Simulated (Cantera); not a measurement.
Input (Python, Cantera) and output of one run.

```python
import numpy as np
import cantera as ct

gas_names = """
    C CO CO2 C2 C2O C3 C3O2 C4 C5 Na NaO Na2 Na2O O O2 O3
""".split()
cond_names = """
    C(gr) Na(cr) Na(L) NaO2(s) Na2CO3(I) Na2CO3(II) Na2CO3(L) Na2O(c) Na2O(a) Na2O(L) Na2O2(a) Na2O2(b)
""".split()


# ... load() reads the species with a 1 bar reference pressure and builds the phases ...
atoms = {
    'Na2CO3': {'Na': 2, 'C': 1, 'O': 3},
    'C': {'C': 1},
    'CO2': {'C': 1, 'O': 2},
}
top_T = {'C(gr)': 4500, 'NaO2(s)': 800, 'Na2O2(b)': 940}  # K; cautious upper limits of use, not melting points


# ... equilibrate(T, P, feed) seeds the gas with the atoms and calls Mixture.equilibrate('TP', solver="vcs", rtol=1e-11, max_steps=5000) ...
results = []
feed = {'Na2CO3': 1, 'C': 0.052, 'CO2': 0.12}  # mol
T = 2100  # K
P = 10000  # Pa
mix = equilibrate(T, P, feed)
results.append((T, P, feed, dict(zip(mix.species_names, mix.species_moles))))
x = sorted(zip(gas.X, gas.species_names), reverse=True)
print(f"T = {T:g} K  P = {P:g} Pa  gas = {mix.phase_moles(0):.4g} mol")
print("   x: " + "  ".join(f"{s} {v:.3e}" for v, s in x if v > 1e-06))
print("   condensed (mol): " + ("  ".join(f"{mix.phase(i).name} {mix.phase_moles(i):.4g}"
      for i in range(1, mix.n_phases) if mix.phase_moles(i) > 1e-12) or "none"))
```

Output:

```
T = 2100 K  P = 10000 Pa  gas = 3.62 mol
   x: Na 5.429e-01  CO2 3.154e-01  O2 1.226e-01  NaO 8.959e-03  CO 8.342e-03  O 1.539e-03  Na2O 1.652e-04  Na2 1.108e-04
   condensed (mol): none
```

Equilibrium computed with Cantera from the NASA thermochemical tables; the gas is ideal and each condensed phase is pure.
